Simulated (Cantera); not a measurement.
SiF4 + NH3 + N2 (silicon nitride deposition)

Charge: 1 mol SiF4, 12 mol NH3, 9.5 mol N2, held at 13.3 mbar.

Equilibrium computed with Cantera from the NASA thermochemical tables; the gas is ideal and each condensed phase is pure. Candidate condensed phases: Si, Si3N4; 37 gas species. The tables' values for SiF3, SiF2 are old estimates; treat these amounts as uncertain. Kinetics and transport are ignored.

From 900 K to 1400 K the condensed part is Si3N4(s). At 1450 K nothing is condensed. The main Si-bearing gas is SiF4 throughout.

```tsv
T (K)	x H2	x N2	x SiF4	x HF	x SiF3	x SiHF3	x SiF2	n Si3N4(s)
900	0.522	0.449	0.0289	0.000203	4.03e-7	2.58e-5	1.83e-11	0.000509
950	0.522	0.449	0.0289	0.000327	1.49e-6	4.20e-5	2.01e-10	0.000814
1000	0.521	0.449	0.0288	0.000500	4.84e-6	6.49e-5	1.72e-9	0.00124
1050	0.521	0.449	0.0287	0.000734	1.40e-5	9.61e-5	1.20e-8	0.00179
1100	0.521	0.449	0.0286	0.00104	3.68e-5	0.000137	6.99e-8	0.00249
1150	0.521	0.449	0.0284	0.00143	8.84e-5	0.000189	3.48e-7	0.00330
1200	0.521	0.449	0.0282	0.00190	0.000197	0.000253	1.51e-6	0.00416
1250	0.520	0.449	0.0278	0.00248	0.000409	0.000330	5.78e-6	0.00495
1300	0.520	0.449	0.0273	0.00315	0.000797	0.000419	1.99e-5	0.00543
1350	0.519	0.449	0.0265	0.00393	0.00147	0.000518	6.19e-5	0.00521
1400	0.518	0.448	0.0253	0.00479	0.00254	0.000621	0.000176	0.00363
1450	0.517	0.448	0.0236	0.00577	0.00413	0.000716	0.000451	0
```
x: gas mole fraction; n: condensed amount in mol.
